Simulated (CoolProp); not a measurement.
The fluid at 186 K and 0.373 MPa flows at 0.39 m/s in a round tube of 20 mm bore and 15 µm roughness, fully developed (64/Re and Nu = 3.66 if laminar; Colebrook and Gnielinski if turbulent). The same conditions are run with several fluids, on thermodynamics alone (safety and materials aside).

The numbers come from the reference Helmholtz-energy equation of state of each fluid (methanol: de Reuck 1993; C3F8 (R218): Lemmon 2006; R152A: Outcalt 1996; propylene: Lemmon 2013; propane: Lemmon 2009) in CoolProp.

### Question
Rank methanol, C3F8 (R218), R152A, propylene, propane by Reynolds number, highest first.

### Answer
propylene (15800), propane (14000), C3F8 (R218) (11900), R152A (10500), methanol (880)

```json
[
 {"fluid": "methanol", "Darcy friction factor": "0.0727", "pressure drop (Pa/m)": "247", "heat-transfer coefficient (W/(m² K))": "40.2", "mass flow (kg/h)": "395"},
 {"fluid": "C3F8 (R218)", "Darcy friction factor": "0.0307", "pressure drop (Pa/m)": "210", "heat-transfer coefficient (W/(m² K))": "456", "mass flow (kg/h)": "793"},
 {"fluid": "R152A", "Darcy friction factor": "0.0316", "pressure drop (Pa/m)": "136", "heat-transfer coefficient (W/(m² K))": "713", "mass flow (kg/h)": "501"},
 {"fluid": "propylene", "Darcy friction factor": "0.0288", "pressure drop (Pa/m)": "72.1", "heat-transfer coefficient (W/(m² K))": "815", "mass flow (kg/h)": "290"},
 {"fluid": "propane", "Darcy friction factor": "0.0296", "pressure drop (Pa/m)": "71.0", "heat-transfer coefficient (W/(m² K))": "740", "mass flow (kg/h)": "278"}
]
```

Transport values come from each fluid's own correlations; those of C3F8 (R218), R152A, propylene are estimates that may be off by 10 % or more.
